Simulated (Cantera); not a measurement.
Cantera run, input and output.

```python
import numpy as np
import cantera as ct

gas = ct.Solution("gri30.yaml")
gas.TPX = 1373, 430000, {'H2': 1, 'O2': 0.769, 'N2': 2.89}
reactor = ct.IdealGasConstPressureReactor(gas, energy="on", clone=False)
net = ct.ReactorNet([reactor])
net.rtol, net.atol = 1e-08, 1e-16
show = ['H2', 'O2', 'HO2', 'NO', 'H']
times = np.geomspace(2e-06, 3, 13)

steps = ct.SolutionArray(gas, extra=["t"])
rows = []
print(f"{'t/s':>10s}{'T/K':>9s}{'P/Pa':>11s}" + "".join(f"{s:>11s}" for s in show))
for t in times:
    while net.time < t:
        t_next = net.step()
        steps.append(gas.state, t=t_next)
    rows.append([np.interp(t, steps.t, y) for y in (steps.T, steps.P, *steps(*show).X.T)])
    print(f"{t:10.3e}{rows[-1][0]:9.1f}{rows[-1][1]:11.4g}" + "".join(f"{x:11.3e}" for x in rows[-1][2:]))
rate = np.gradient(steps.T, steps.t)
print("integrator steps:", len(steps.t))
if steps.T.max() > steps.T[0] + 200:
    print(f"time of steepest temperature rise: {steps.t[rate.argmax()]:.4e} s")
gas.TPX = 1373, 430000, {'H2': 1, 'O2': 0.769, 'N2': 2.89}
gas.equilibrate("HP")
print(f"equilibrium (HP): T = {gas.T:.1f} K  " + "  ".join(f"{s} {gas[s].X[0]:.3e}" for s in show))
```

Result:

```
       t/s      T/K       P/Pa         H2         O2        HO2         NO          H
 2.000e-06   1373.0    4.3e+05  2.146e-01  1.650e-01  3.376e-06  3.612e-14  9.601e-06
 6.542e-06   2123.7    4.3e+05  2.719e-02  6.444e-02  6.539e-05  3.338e-05  3.360e-02
 2.140e-05   2674.9    4.3e+05  8.143e-03  6.031e-02  1.916e-05  2.407e-04  3.248e-03
 6.999e-05   2706.4    4.3e+05  6.527e-03  6.014e-02  1.962e-05  8.171e-04  2.287e-03
 2.289e-04   2704.0    4.3e+05  6.510e-03  5.934e-02  1.933e-05  2.577e-03  2.263e-03
 7.489e-04   2697.8    4.3e+05  6.468e-03  5.724e-02  1.857e-05  7.156e-03  2.203e-03
 2.449e-03   2689.3    4.3e+05  6.415e-03  5.443e-02  1.756e-05  1.331e-02  2.123e-03
 8.012e-03   2687.3    4.3e+05  6.403e-03  5.378e-02  1.733e-05  1.472e-02  2.105e-03
 2.621e-02   2687.3    4.3e+05  6.403e-03  5.378e-02  1.733e-05  1.473e-02  2.105e-03
 8.572e-02   2687.3    4.3e+05  6.403e-03  5.378e-02  1.733e-05  1.473e-02  2.105e-03
 2.804e-01   2687.3    4.3e+05  6.403e-03  5.378e-02  1.733e-05  1.473e-02  2.105e-03
 9.172e-01   2687.3    4.3e+05  6.403e-03  5.378e-02  1.733e-05  1.473e-02  2.105e-03
 3.000e+00   2687.3    4.3e+05  6.403e-03  5.378e-02  1.733e-05  1.473e-02  2.105e-03
integrator steps: 1271
time of steepest temperature rise: 5.3036e-06 s
equilibrium (HP): T = 2687.3 K  H2 6.403e-03  O2 5.378e-02  HO2 1.733e-05  NO 1.473e-02  H 2.105e-03
```

Computed with Cantera and GRI-Mech 3.0 (53 species, 325 reactions). The hydrogen kinetics of GRI-Mech 3.0 are dated; newer H2 mechanisms differ, most at raised pressure.
